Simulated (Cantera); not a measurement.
Input (Python, Cantera):

```python
import numpy as np
import cantera as ct

gas = ct.Solution("gri30.yaml")
gas.TPX = 750, 41000, {'CH4': 1, 'C2H6': 0.037, 'C3H8': 0.3, 'O2': 6.26, 'N2': 23.5}
inlet = ct.Reservoir(gas, clone=True)
gas.equilibrate("HP")  # start burning
reactor = ct.IdealGasConstPressureReactor(gas, energy="on", clone=False)
exhaust = ct.Reservoir(gas, clone=True)
tau = [0.067, 0.024, 0.0089, 0.0032, 0.0012, 0.00043, 0.00015, 5.6e-05, 2e-05][0]
for a, b in ((inlet, reactor), (reactor, exhaust)):
    ct.MassFlowController(a, b, mdot=lambda t: reactor.mass / tau)
net = ct.ReactorNet([reactor])
show = ['CH4', 'C2H6', 'C3H8', 'H2', 'C2H', 'HO2', 'HCN']

rows = []
print(f"{'tau/s':>10s}{'T/K':>9s}" + "".join(f"{s:>11s}" for s in show))
for tau in [0.067, 0.024, 0.0089, 0.0032, 0.0012, 0.00043, 0.00015, 5.6e-05, 2e-05]:
    net.initial_time = 0.0
    net.advance(30 * tau)
    before = gas.X
    net.advance(40 * tau)
    drift = np.max(np.abs(gas.X - before) / (gas.X + 1e-9))
    rows.append([gas.T, *gas[show].X, drift])
    print(f"{tau:10.3e}{gas.T:9.1f}" + "".join(f"{x:11.3e}" for x in gas[show].X))
```

Result:

```
     tau/s      T/K        CH4       C2H6       C3H8         H2        C2H        HO2        HCN
 6.700e-02   1973.1  4.642e-06  3.626e-08  2.887e-07  5.546e-04  1.761e-09  1.595e-06  1.242e-08
 2.400e-02   1950.1  9.092e-06  7.794e-08  6.102e-07  9.613e-04  2.884e-09  2.351e-06  1.278e-08
 8.900e-03   1915.2  1.776e-05  1.612e-07  1.226e-06  1.581e-03  4.260e-09  3.739e-06  1.575e-08
 3.200e-03   1864.4  3.762e-05  3.508e-07  2.576e-06  2.454e-03  6.038e-09  6.154e-06  2.408e-08
 1.200e-03   1802.1  8.503e-05  7.965e-07  5.672e-06  3.418e-03  8.556e-09  9.931e-06  4.122e-08
 4.300e-04   1724.4  2.363e-04  2.201e-06  1.533e-05  4.404e-03  1.397e-08  1.777e-05  8.146e-08
 1.500e-04   1611.8  1.087e-03  1.031e-05  7.095e-05  5.971e-03  3.364e-08  5.303e-05  2.211e-07
 5.600e-05    750.0  3.216e-02  1.190e-03  9.647e-03 -3.308e-16  1.369e-37  3.764e-14 -6.723e-21
 2.000e-05    750.0  3.216e-02  1.190e-03  9.647e-03 -9.130e-21 -7.636e-42  1.333e-14 -5.271e-25
```

Computed with Cantera and GRI-Mech 3.0 (53 species, 325 reactions). GRI-Mech 3.0 was tuned for natural gas; its chemistry of propane as a main component is partial and can be far from experiment.
